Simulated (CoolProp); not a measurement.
p-xylene at several states: fugacity coefficient from the reference equation and from simpler models built on Tc = 616.2 K, pc = 3.532 MPa, ω = 0.324; each cubic takes its own stable root.

Model: reference Helmholtz-energy equation of state, Zhou 2012, in CoolProp.

```tsv
T (K)	p (MPa)	phase	reference	van der Waals	Redlich-Kwong	Soave-Redlich-Kwong	Peng-Robinson
534	8.88	liquid	0.1418	0.2600	0.1870	0.1556	0.1460
541	0.141	gas	0.9770	0.9838	0.9804	0.9791	0.9774
295	0.158	liquid	0.006245	0.4487	0.02725	0.005714	0.006340
359.2	0.0446	liquid	0.4341	0.9870	0.9811	0.4194	0.4333
```

At some of these states van der Waals, Redlich-Kwong gives the other phase, because its saturation line lies elsewhere.
